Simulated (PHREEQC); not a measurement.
# Spent oxide etchant: an equilibrium model

Dissolve 0.15 mol/kgw NH4HF2, 0.05 mol/kgw H2SiF6, 0.00012 mol/kgw H3PO4 and 0.0002 mol/kgw HCl at 73 °C. Closed to the air; pH follows from the charge balance.

All values are PHREEQC results (ion-association model, wateq4f.dat), not measurements.

This is a speciation only: nothing precipitates in the calculation.

**Question.** Estimate the pH, activity of water, ionic strength.

**Answer.** pH 2.57; activity of water 0.992; ionic strength 0.203 mol/kgw.

**Question.** In which forms is F present?

**Answer.** SiF6-2 50 %, HF 32 %, HF2- 8.3 %, H2F2 5.1 %, F- 4.7 % of the F.

Species that the database lacks are ignored. wateq4f.dat counts part of the HF as a dimer, H2F2, which phreeqc.dat doesn't know; its constant is uncertain. H3PO4, which wateq4f.dat lacks, is added to it with the constant of phreeqc.dat. Constants without temperature data keep their 25 °C values here. SiF6-2 is the database's only silicon fluoride.
